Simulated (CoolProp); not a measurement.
A closed Brayton cycle with nitrogen: compressor inlet 305.15 K and 2.6 MPa, high pressure 6.94 MPa, turbine inlet 625 K, compressor efficiency 0.89, turbine efficiency 0.9, recuperator effectiveness 0.8 (on enthalpy, no pinch check). Each further row changes one setting.

The numbers come from the reference Helmholtz-energy equation of state, Span 2000 in CoolProp.

| case | thermal efficiency (%) | net work (kJ/kg) | compressor to turbine work | compressor exit (K) | turbine exit (K) |
|---|---|---|---|---|---|
| as stated | 17.9 | 29.4 | 0.80 | 417.3 | 489.7 |
| turbine inlet 575 K | 12.1 | 17.5 | 0.87 | 417.3 | 449.5 |
| compressor inlet 315.15 K | 15.8 | 25.5 | 0.83 | 430.8 | 489.7 |
| high pressure 5.9 MPa | 19.6 | 29.7 | 0.76 | 396.5 | 509.9 |
| recuperator effectiveness 0.5 | 15.7 | 29.4 | 0.80 | 417.3 | 489.7 |
